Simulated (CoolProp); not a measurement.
Isohexane along the isotherm 276.85 °C: density (kg/m³) from the reference equation and from simpler models built on Tc = 224.6 °C, pc = 30.43 bar, ω = 0.280; each cubic takes its own stable root.

The numbers come from the reference Helmholtz-energy equation of state, Lemmon 2006 in CoolProp. It is a short technical equation, of lower accuracy than the large ones.

```json
[
 {"p (bar)": "2.85", "phase": "gas", "reference": "5.498"},
 {"p (bar)": "5.7", "phase": "gas", "reference": "11.27"},
 {"p (bar)": "8.56", "phase": "gas", "reference": "17.38"},
 {"p (bar)": "11.4", "phase": "gas", "reference": "23.79"},
 {"p (bar)": "14.3", "phase": "gas", "reference": "30.76"},
 {"p (bar)": "17.1", "phase": "gas", "reference": "37.94"},
 {"p (bar)": "20", "phase": "gas", "reference": "45.94"},
 {"p (bar)": "22.8", "phase": "gas", "reference": "54.28"},
 {"p (bar)": "25.7", "phase": "gas", "reference": "63.67"},
 {"p (bar)": "28.5", "phase": "gas", "reference": "73.62"},
 {"p (bar)": "31.4", "phase": "supercritical", "reference": "85.01"},
 {"p (bar)": "34.2", "phase": "supercritical", "reference": "97.25"},
 {"p (bar)": "37.1", "phase": "supercritical", "reference": "111.5"},
 {"p (bar)": "39.9", "phase": "supercritical", "reference": "127.0"},
 {"p (bar)": "42.8", "phase": "supercritical", "reference": "145.3"},
 {"p (bar)": "45.6", "phase": "supercritical", "reference": "165.1"}
]
```

How far does each simpler model (ideal gas, Peng-Robinson) lie from the reference over these 16 states: mean and median of the absolute difference, and the worst?


- ideal gas: mean 23.5 %, median 22.4 %, worst -48.0 % at 276.85 °C and 45.6 bar
- Peng-Robinson: mean 1.1 %, median 1.2 %, worst -2.0 % at 276.85 °C and 45.6 bar
